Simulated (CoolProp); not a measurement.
A closed Brayton cycle with nitrogen: compressor inlet 315.15 K and 5.1 MPa, high pressure 16.9 MPa, turbine inlet 810 K, compressor efficiency 0.89, turbine efficiency 0.85, recuperator effectiveness 0.8 (on enthalpy, no pinch check). Each further row changes one setting.

Values from CoolProp's reference Helmholtz-energy equation of state, Span 2000.

```
case                           thermal efficiency (%)  net work (kJ/kg)  compressor to turbine work  compressor exit (K)  turbine exit (K)
-----------------------------  ----------------------  ----------------  --------------------------  -------------------  ----------------
as stated                                        24.2              62.0                        0.72                461.9             619.7
turbine inlet 760 K                              20.7        (withheld)                        0.76                461.9             579.7
compressor inlet 325.15 K                        22.5              56.8                  (withheld)           (withheld)             619.7
high pressure 14.4 MPa                           25.4              61.0                  (withheld)                439.3             642.0
recuperator effectiveness 0.5                    20.2              62.0                        0.72                461.9             619.7
```

Q: Complete the blanks.

A: 
- turbine inlet 760 K, net work (kJ/kg): 48.4
- compressor inlet 325.15 K, compressor to turbine work: 0.74
- compressor inlet 325.15 K, compressor exit (K): 476.3
- high pressure 14.4 MPa, compressor to turbine work: 0.68
